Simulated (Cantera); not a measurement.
An adiabatic, constant-pressure homogeneous reactor starts with C2H4 : O2 : N2 : H2O = 1 : 3 : 8.1 : 0.73 (molar parts), equivalence ratio 1.0, at 1100 K and 15.0 bar. Integrator tolerance rtol = 1e-08.

Detailed kinetics in Cantera: GRI-Mech 3.0 (53 species, 325 reactions). GRI-Mech 3.0 was tuned for natural gas; its chemistry of ethylene as a main component is partial and can be far from experiment. The pressure lies above the range GRI-Mech 3.0 was tuned for (to about 10 atm).

Problem. What does this change do: initial temperature 1100 to 1675 K?

Solution. 
| quantity | before | after |
|---|---|---|
| time of steepest temperature rise | 2.25 ms | 1.50 µs |
| temperature at 0.200 s | 2949 K | 3164 K |
| equilibrium temperature | 2949 K | 3164 K |
| x(C2H4) at 0.200 s | <1e-12 (gas-phase equilibrium <1e-12) | <1e-12 (gas-phase equilibrium <1e-12) |
| x(O2) at 0.200 s | 0.0200 (gas-phase equilibrium 0.0200) | 0.0269 (gas-phase equilibrium 0.0269) |
| x(H2O) at 0.200 s | 0.181 (gas-phase equilibrium 0.181) | 0.161 (gas-phase equilibrium 0.161) |
| x(C2H) at 0.200 s | <1e-12 (gas-phase equilibrium <1e-12) | <1e-12 (gas-phase equilibrium <1e-12) |
| x(H2) at 0.200 s | 0.0125 (gas-phase equilibrium 0.0125) | 0.0193 (gas-phase equilibrium 0.0193) |
| x(H2O2) at 0.200 s | 1.58e-6 (gas-phase equilibrium 1.58e-6) | 2.24e-6 (gas-phase equilibrium 2.24e-6) |
Above 3000 K some thermodynamic fits are extrapolated.

Problem. What does this change do: pressure from 15.0 bar to 10.0 bar?

Solution. 
```tsv
quantity	before	after
time of steepest temperature rise	2.25 ms	3.26 ms
temperature at 0.200 s	2949 K	2919 K
equilibrium temperature	2949 K	2919 K
x(C2H4) at 0.200 s	<1e-12 (gas-phase equilibrium <1e-12)	<1e-12 (gas-phase equilibrium <1e-12)
x(O2) at 0.200 s	0.0200 (gas-phase equilibrium 0.0200)	0.0211 (gas-phase equilibrium 0.0211)
x(H2O) at 0.200 s	0.181 (gas-phase equilibrium 0.181)	0.179 (gas-phase equilibrium 0.179)
x(C2H) at 0.200 s	<1e-12 (gas-phase equilibrium <1e-12)	<1e-12 (gas-phase equilibrium <1e-12)
x(H2) at 0.200 s	0.0125 (gas-phase equilibrium 0.0125)	0.0133 (gas-phase equilibrium 0.0133)
x(H2O2) at 0.200 s	1.58e-6 (gas-phase equilibrium 1.58e-6)	1.26e-6 (gas-phase equilibrium 1.26e-6)
```

Problem. What does this change do: pressure from 15.0 bar to 1.01 bar?

Solution. 
```json
[
 {"quantity": "time of steepest temperature rise", "before": "2.25 ms", "after": "5.76 ms"},
 {"quantity": "temperature at 0.200 s", "before": "2949 K", "after": "2748 K"},
 {"quantity": "equilibrium temperature", "before": "2949 K", "after": "2748 K"},
 {"quantity": "x(C2H4) at 0.200 s", "before": "<1e-12 (gas-phase equilibrium <1e-12)", "after": "<1e-12 (gas-phase equilibrium <1e-12)"},
 {"quantity": "x(O2) at 0.200 s", "before": "0.0200 (gas-phase equilibrium 0.0200)", "after": "0.0275 (gas-phase equilibrium 0.0275)"},
 {"quantity": "x(H2O) at 0.200 s", "before": "0.181 (gas-phase equilibrium 0.181)", "after": "0.167 (gas-phase equilibrium 0.167)"},
 {"quantity": "x(C2H) at 0.200 s", "before": "<1e-12 (gas-phase equilibrium <1e-12)", "after": "<1e-12 (gas-phase equilibrium <1e-12)"},
 {"quantity": "x(H2) at 0.200 s", "before": "0.0125 (gas-phase equilibrium 0.0125)", "after": "0.0179 (gas-phase equilibrium 0.0179)"},
 {"quantity": "x(H2O2) at 0.200 s", "before": "1.58e-6 (gas-phase equilibrium 1.58e-6)", "after": "3.20e-7 (gas-phase equilibrium 3.20e-7)"}
]
```
